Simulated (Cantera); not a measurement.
N2O furnace oxynitridation

A perfectly stirred reactor is fed with N₂O : N₂ = 1 : 0.18 (molar parts), at 1.00 bar; it is held at 1150 K, and followed from long to short residence time.

Model: GRI-Mech 3.0 (53 species, 325 reactions), integrated in Cantera. GRI-Mech 3.0 was tuned for natural gas; its chemistry of N2O as a main component is partial and can be far from experiment. The mechanism lacks the step 2 NO + O2 → 2 NO2, which can matter for NO2 below about 1400 K. The temperature is held fixed by assumption; the heat of reaction is taken as removed at once.

| τ (s) | x N₂O | x N₂ | x NO | x O₂ | x NO₂ |
|---|---|---|---|---|---|
| 4.6 | 0.387 | 0.440 | 0.0223 | 0.150 | 0.000275 |
| 2.1 | 0.536 | 0.347 | 0.0165 | 0.101 | 0.000201 |
| 0.93 | 0.667 | 0.264 | 0.0101 | 0.0582 | 0.000121 |
| 0.42 | 0.753 | 0.211 | 0.00547 | 0.0304 | 6.30e-5 |
| 0.19 | 0.801 | 0.181 | 0.00271 | 0.0148 | 2.90e-5 |
| 0.085 | 0.826 | 0.166 | 0.00127 | 0.00688 | 1.17e-5 |
| 0.038 | 0.838 | 0.159 | 0.000581 | 0.00313 | 4.07e-6 |
| 0.017 | 0.843 | 0.155 | 0.000263 | 0.00141 | 1.20e-6 |
| 0.0078 | 0.845 | 0.154 | 0.000121 | 0.000649 | 3.18e-7 |
| 0.0035 | 0.847 | 0.153 | 5.45e-5 | 0.000291 | 7.26e-8 |
| 0.0016 | 0.847 | 0.153 | 2.49e-5 | 0.000133 | 1.60e-8 |
x: mole fraction; the columns are a selection and need not sum to one.
